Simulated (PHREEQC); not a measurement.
Solution (25 °C): 0.27 mol H3PO4, 0.0096 mol Na2SO4 and 0.06 mol NaCl per kg of water. Closed to the air; pH follows from the charge balance.

Computed with PHREEQC (ion-association model, wateq4f.dat).

| quantity | before | after |
|---|---|---|
| pH | 1.42 | 1.43 |
| ionic strength (mol/kgw) | 0.129 | 0.0727 |
| SI of Halite (NaCl) | -4.15 | -5.61 |

Question: Name the change that produced these shifts.
(A) H3PO4 replaced by Na2HPO4 at the same molality
(B) Na2SO4 replaced by Na2B4O7 at the same molality
(C) H3PO4 left out
(D) NaCl from 0.06 to 0.006 mol/kgw
(E) 0.0048 mol/kgw Ca(HCO3)2 added

Answer: D, NaCl from 0.06 to 0.006 mol/kgw

Precipitation was switched off in this run. H3PO4, which wateq4f.dat lacks, is added to it with the constant of phreeqc.dat.
